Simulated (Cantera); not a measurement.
Thermodynamics of roasting and sulfation, feed FeS + SO₃ + H₂O + O₂

Feed: 1 mol FeS, 0.21 mol SO₃, 0.65 mol H₂O, 2.3 mol O₂, at 1 atm.

Equilibrium computed with Cantera from the NASA thermochemical tables; the gas is ideal and each condensed phase is pure. Candidate condensed phases: Fe, FeO, Fe(OH)₂, Fe(OH)₃, FeS, FeSO₄, FeS₂, Fe₂O₃, Fe₂(SO₄)₃, Fe₃O₄, H₂O, H₂SO₄, S; 22 gas species. Kinetics and transport are ignored.

```tsv
T (°C)	log p H₂O	log p SO₂	log p O₂	log p SO₃	log p OH	log p H₂SO₄	log p O	log p H₂	n Fe₂O₃(s)	n Fe₂(SO₄)₃(s)	n Fe₃O₄(s)
352	-0.03	-9.13	-1.14	-6.36	-11.65	-5.85	<-11	<-11	0.0967	0.403	0
502	-0.03	-4.50	-1.14	-3.32	-9.03	-4.33	<-11	<-11	0.0968	0.403	0
652	-0.08	-1.41	-1.08	-1.28	-7.27	-3.34	-11.41	-10.65	0.121	0.379	0
802	-0.55	-0.42	-0.67	-0.85	-6.12	-4.10	-9.22	-9.37	0.500	0	0
952	-0.57	-0.35	-0.61	-1.33	-5.15	-5.11	-7.68	-7.94	0.500	0	0
1102	-0.58	-0.32	-0.59	-1.74	-4.39	-5.93	-6.49	-6.80	0.500	0	0
1252	-0.58	-0.32	-0.58	-2.09	-3.78	-6.59	-5.54	-5.87	0.500	0	0
1402	-0.58	-0.31	-0.58	-2.38	-3.28	-7.12	-4.76	-5.10	0.500	0	0
1552	-0.60	-0.33	-0.54	-2.62	-2.86	-7.58	-4.08	-4.49	0	0	0.333
```
log p: log10 of the partial pressure in bar; n: condensed amount in mol.

From 352 °C to 652 °C the condensed part is Fe₂O₃(s) + Fe₂(SO₄)₃(s). From 802 °C to 1402 °C the condensed part is Fe₂O₃(s). At 1552 °C the condensed part is Fe₃O₄(s).
